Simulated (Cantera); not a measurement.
Input: 1 mol H2O, 0.97 mol SO2, 0.091 mol H2, 1.4 mol O2, equilibrated at 3123.15 K and 37.0 bar.

Equilibrium computed with Cantera from the NASA thermochemical tables; the gas is ideal and each condensed phase is pure. Candidate condensed phases: H2O, H2SO4, S; 19 gas species. The ideal-gas law is rough above about 30 bar. Equilibrium is a limit: real reactors are often held back by kinetics, nucleation or transport.

Base state: O2 0.369, H2O 0.277, SO2 0.268, OH 0.0532, O 0.0170, SO 0.00728, H2 0.00500, H 0.00264 (mole fractions); condensed: gas only.

Q: What changes in the equilibrium state with this change: O2 from 1.4 to 0.62 mol?

A: 
| species | before | after |
|---|---|---|
| H2O | 0.277 | 0.363 |
| SO2 | 0.268 | 0.343 |
| O2 | 0.369 | 0.203 |
| SO | 0.00728 | 0.0126 |
| O | 0.0170 | 0.0126 |
| OH | 0.0532 | 0.0525 |
| SH | 1.68e-5 | 5.20e-5 |
| S | 4.00e-5 | 9.32e-5 |
